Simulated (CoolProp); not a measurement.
Vapour-liquid equilibrium of R227EA (1) + isobutene (2) at -18.55 °C; x and y are mole fractions of (1).

Computed with CoolProp (multi-fluid Helmholtz-energy mixture model, Lemmon 2016 and Lemmon 2005; pair parameters Bell 2016).

```json
[
 {"x": "0.05", "bubble pressure, mixture model (bar)": "0.7596", "bubble pressure, Raoult's law (bar)": "0.6443", "y, mixture model": "0.204", "y, Raoult's law": "0.071"},
 {"x": "0.15", "bubble pressure, mixture model (bar)": "0.9158", "bubble pressure, Raoult's law (bar)": "0.6733", "y, mixture model": "0.387", "y, Raoult's law": "0.205"},
 {"x": "0.25", "bubble pressure, mixture model (bar)": "0.9940", "bubble pressure, Raoult's law (bar)": "0.7023", "y, mixture model": "0.469", "y, Raoult's law": "0.328"},
 {"x": "0.35", "bubble pressure, mixture model (bar)": "1.035", "bubble pressure, Raoult's law (bar)": "0.7314", "y, mixture model": "0.518", "y, Raoult's law": "0.440"},
 {"x": "0.45", "bubble pressure, mixture model (bar)": "1.057", "bubble pressure, Raoult's law (bar)": "0.7604", "y, mixture model": "0.555", "y, Raoult's law": "0.544"},
 {"x": "0.55", "bubble pressure, mixture model (bar)": "1.070", "bubble pressure, Raoult's law (bar)": "0.7894", "y, mixture model": "0.592", "y, Raoult's law": "0.641"},
 {"x": "0.65", "bubble pressure, mixture model (bar)": "1.072", "bubble pressure, Raoult's law (bar)": "0.8185", "y, mixture model": "0.636", "y, Raoult's law": "0.731"},
 {"x": "0.75", "bubble pressure, mixture model (bar)": "1.061", "bubble pressure, Raoult's law (bar)": "0.8475", "y, mixture model": "0.695", "y, Raoult's law": "0.814"},
 {"x": "0.85", "bubble pressure, mixture model (bar)": "1.029", "bubble pressure, Raoult's law (bar)": "0.8765", "y, mixture model": "0.780", "y, Raoult's law": "0.892"},
 {"x": "0.95", "bubble pressure, mixture model (bar)": "0.9661", "bubble pressure, Raoult's law (bar)": "0.9056", "y, mixture model": "0.909", "y, Raoult's law": "0.965"}
]
```

The largest gap from Raoult's law is +41.5 % in bubble pressure, at x = 0.25. y crosses x between x = 0.55 and 0.65: the model has an azeotrope there.

The pair parameters rest on a limited set of measurements; away from them the model extrapolates.
